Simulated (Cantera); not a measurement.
Input: 1 mol Cu₂O, 1700 mol H₂, equilibrated at 2150 K and 400000 Pa.

Equilibrium computed with Cantera from the NASA thermochemical tables; the gas is ideal and each condensed phase is pure. Candidate condensed phases: Cu, CuO, Cu(OH)₂, Cu₂O, H₂O; 12 gas species. Kinetics and transport are ignored.

Base state: H₂ 0.996, H 0.00210, Cu 0.00117, H₂O 0.000587 (mole fractions); condensed: gas only.

### Question
What changes in the equilibrium state with this change: Cu₂O replaced by Fe₃O₄?

### Answer
```csv
species,before,after
H₂,0.996,0.995
H₂O,0.000587,0.00235
H,0.00210,0.00210
Cu,0.00117,0
Fe,0,0.000434
"Fe(l), mol",0,2.26
```
Further candidate phases: Fe, FeO, Fe(OH)₂, Fe(OH)₃, Fe₂O₃, Fe₃O₄.
